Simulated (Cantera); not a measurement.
Cantera run:

```python
import numpy as np
import cantera as ct

gas_names = """
    CL CLO CL2 H HCL HOCL HO2 H2 H2O H2O2 O OH O2 O3 Si SiCL SiCL2 SiCL3 SiCL4 SiH SiHCL3 SiH2 SiH2CL2
    SiH3 SiH3CL SiH4 SiO SiO2 Si2 Si3
""".split()
cond_names = """
    H2O(s) H2O(L) Si(cr) Si(L) SiO2(Lqz) SiO2(hqz) SiO2(L)
""".split()


# ... load() reads the species with a 1 bar reference pressure and builds the phases ...
atoms = {
    'SiCl4': {'Si': 1, 'CL': 4},
    'O2': {'O': 2},
    'H2': {'H': 2},
}
top_T = {}  # K; cautious upper limits of use, not melting points


# ... equilibrate(T, P, feed) seeds the gas with the atoms and calls Mixture.equilibrate('TP', solver="vcs", rtol=1e-11, max_steps=5000) ...
results = []
feed = {'SiCl4': 1, 'O2': 0.11, 'H2': 2.4}  # mol
P = 100000  # Pa
for T in [700, 750, 800, 850, 900, 950, 1000, 1050, 1100, 1150, 1200]:
    mix = equilibrate(T, P, feed)
    results.append((T, P, feed, dict(zip(mix.species_names, mix.species_moles))))

top = {s: max(r[3][s] / sum(r[3][g] for g in gas_names) for r in results) for s in gas_names}
cols = sorted((s for s in top if top[s] > 0.0001), key=lambda s: -top[s])[:6]
seen = [c for c in cond_names if any(r[3].get(c, 0) > 1e-12 for r in results)]
print("log10 of partial pressures in bar; condensed amounts in mol")
print(f"{'T/K':>10s}" + "".join(f"{s[:9]:>10s}" for s in cols + seen))
for T, P, feed, n in results:
    ng = sum(n[g] for g in gas_names)
    print(f"{T:10.4g}" + "".join(f"{np.log10(max(n[s] / ng * P / 1e5, 1e-99)):10.3f}" for s in cols)
          + "".join(f"{n.get(c, 0):10.4g}" for c in seen))
```

Output:

```
log10 of partial pressures in bar; condensed amounts in mol
       T/K        H2     SiCL4       HCL    SiHCL3     SiCL3     SiCL2 SiO2(Lqz) SiO2(hqz)
       700    -0.207    -0.596    -0.901    -3.592    -7.650   -12.186      0.11         0
       750    -0.207    -0.597    -0.900    -3.249    -6.772   -10.681      0.11         0
       800    -0.208    -0.598    -0.898    -2.951    -6.007    -9.371      0.11         0
       850    -0.208    -0.599    -0.895    -2.693    -5.336    -8.221         0      0.11
       900    -0.209    -0.602    -0.890    -2.468    -4.744    -7.208         0      0.11
       950    -0.211    -0.605    -0.883    -2.271    -4.220    -6.310         0      0.11
      1000    -0.213    -0.610    -0.874    -2.100    -3.754    -5.513         0      0.11
      1050    -0.215    -0.617    -0.863    -1.952    -3.339    -4.803         0      0.11
      1100    -0.218    -0.625    -0.849    -1.826    -2.969    -4.170         0      0.11
      1150    -0.222    -0.636    -0.831    -1.719    -2.641    -3.607         0      0.11
      1200    -0.227    -0.650    -0.810    -1.633    -2.351    -3.109         0      0.11
```

These are equilibrium values from Cantera (NASA tables, ideal gas, pure condensed phases), not measurements of a reactor. The tables' values for SiCl3 are old estimates; treat these amounts as uncertain. The tables hold silica as quartz up to 1696 K and as liquid above; real silica turns to tridymite and cristobalite and melts near 1996 K.
